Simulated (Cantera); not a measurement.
What does this Cantera script print?

```python
import numpy as np
import cantera as ct

gas = ct.Solution("gri30.yaml")
gas.TPX = 348, 100000, {'C2H4': 1, 'O2': 2.14, 'N2': 10.5, 'H2O': 0.43}
flame = ct.FreeFlame(gas, width=0.04)
flame.set_refine_criteria(ratio=3, slope=0.08, curve=0.16)
flame.transport_model = "mixture-averaged"
flame.solve(loglevel=0, auto=True)
flame.transport_model = "multicomponent"
flame.soret_enabled = False
flame.solve(loglevel=0, refine_grid=True)
z, T = flame.grid, flame.T
thick = (T[-1] - T[0]) / np.gradient(T, z).max()
show = ['C2H4', 'O2', 'H2O', 'NO2', 'H', 'OH']
print(f"laminar burning velocity  {flame.velocity[0] * 100:.3f} cm/s")
print(f"burnt temperature         {T[-1]:.1f} K")
print(f"thermal thickness         {thick * 1e3:.4f} mm")
print(f"grid points               {len(z)}")
z0 = z[flame.heat_release_rate.argmax()]
print(f"{'z/mm':>9s}{'T/K':>9s}{'u/(m/s)':>9s}" + "".join(f"{s:>11s}" for s in show))
rows = []
for k in (-3, -2, -1.5, -1, -0.5, -0.25, 0, 0.25, 0.5, 1, 2, 4, 8):
    zz = z0 + k * thick
    rows.append([k * thick, np.interp(zz, z, T), np.interp(zz, z, flame.velocity),
                 *(np.interp(zz, z, flame.X[gas.species_index(s)]) for s in show)])
    print(f"{rows[-1][0] * 1e3:9.3f}{rows[-1][1]:9.1f}{rows[-1][2]:9.3f}" + "".join(f"{x:11.3e}" for x in rows[-1][3:]))
```

Result:

```
laminar burning velocity  55.836 cm/s
burnt temperature         1959.9 K
thermal thickness         0.3657 mm
grid points               150
     z/mm      T/K  u/(m/s)       C2H4         O2        H2O        NO2          H         OH
   -1.097    348.0    0.559  7.102e-02  1.520e-01  3.054e-02  2.320e-11  1.282e-16  1.585e-13
   -0.731    348.6    0.561  7.091e-02  1.517e-01  3.054e-02  4.561e-10  1.975e-14  2.024e-11
   -0.549    351.8    0.567  7.072e-02  1.511e-01  3.073e-02  3.667e-09  5.911e-13  4.271e-10
   -0.366    386.3    0.627  6.978e-02  1.481e-01  3.317e-02  5.273e-08  1.717e-10  2.972e-08
   -0.183    712.8    1.180  5.832e-02  1.225e-01  5.480e-02  4.196e-07  6.359e-06  2.261e-05
   -0.091   1093.2    1.841  3.850e-02  8.885e-02  7.917e-02  1.436e-07  2.701e-04  1.858e-04
    0.000   1451.4    2.486  1.592e-02  5.225e-02  1.028e-01  1.995e-08  1.445e-03  5.051e-04
    0.091   1681.5    2.906  3.512e-03  2.631e-02  1.179e-01  3.195e-09  3.354e-03  1.002e-03
    0.183   1799.0    3.113  4.137e-04  1.196e-02  1.249e-01  9.908e-10  5.291e-03  1.583e-03
    0.366   1868.5    3.222  2.280e-06  2.486e-03  1.263e-01  5.568e-10  7.258e-03  2.051e-03
    0.731   1893.5    3.251  1.967e-09  4.631e-04  1.225e-01  4.733e-10  7.131e-03  1.871e-03
    1.463   1911.8    3.276  7.201e-12  2.385e-04  1.216e-01  4.386e-10  5.774e-03  1.521e-03
    2.926   1929.6    3.302  1.861e-14  1.237e-04  1.226e-01  3.720e-10  4.111e-03  1.123e-03
```

Model: GRI-Mech 3.0 (53 species, 325 reactions), integrated in Cantera. GRI-Mech 3.0 was tuned for natural gas; its chemistry of ethylene as a main component is partial and can be far from experiment. Burning velocities carry a grid error of a few per cent, more on coarse grids.
